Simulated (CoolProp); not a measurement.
R507A along the isotherm -68.15 °C: Z from the reference equation and from simpler models built on Tc = 70.6 °C, pc = 3.705 MPa, ω = 0.286; each cubic takes its own stable root.

Computed with CoolProp (reference Helmholtz-energy equation of state, Lemmon 2003). It is a pseudo-pure fit of the blend.

| p (MPa) | phase | reference |
|---|---|---|
| 0.695 | liquid | 0.02914 |
| 1.39 | liquid | 0.05821 |
| 2.08 | liquid | 0.08701 |
| 2.78 | liquid | 0.1162 |

**Question.** How far does each simpler model (van der Waals, Redlich-Kwong, Soave-Redlich-Kwong, Peng-Robinson) lie from the reference over these 4 states: mean and median of the absolute difference, and the worst?

**Answer.** 
- van der Waals: mean 73.4 %, median 73.4 %, worst +74.2 % at -68.15 °C and 0.695 MPa
- Redlich-Kwong: mean 18.2 %, median 18.2 %, worst +18.4 % at -68.15 °C and 0.695 MPa
- Soave-Redlich-Kwong: mean 14.4 %, median 14.4 %, worst +14.4 % at -68.15 °C and 0.695 MPa
- Peng-Robinson: mean 1.4 %, median 1.5 %, worst +1.5 % at -68.15 °C and 0.695 MPa
